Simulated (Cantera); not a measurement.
A closed system holds: 1 mol CH₃SiCl₃, 1.6 mol HCl, 160 mol H₂, at 1.00 bar.

Equilibrium computed with Cantera from the NASA thermochemical tables; the gas is ideal and each condensed phase is pure. Candidate condensed phases: C, C₆H₆, C₇H₈, C₈H₁₈, Si, SiC; 109 gas species. The feed counts by its element totals alone. Gases not in the tables: Si₂H₆ and higher silanes. Equilibrium is a limit: real reactors are often held back by kinetics, nucleation or transport.

Question: Which condensed phases are stable at each of these points (T (K)): 1723, 1823, 1923, 2023, 2123, 2223, 2323, 2423, 2523?

Answer: 
```tsv
T (K)	condensed phases	Si condensed (%)
1723	SiC(s)	96.4
1823	SiC(s)	96.2
1923	SiC(s)	95.6
2023	SiC(s)	94.2
2123	SiC(s)	91.6
2223	SiC(s)	86.3
2323	SiC(s)	75.0
2423	SiC(s)	50.2
2523	gas only	0.0
```

From 1723 K to 2423 K the condensed part is SiC(s). At 2523 K nothing is condensed.
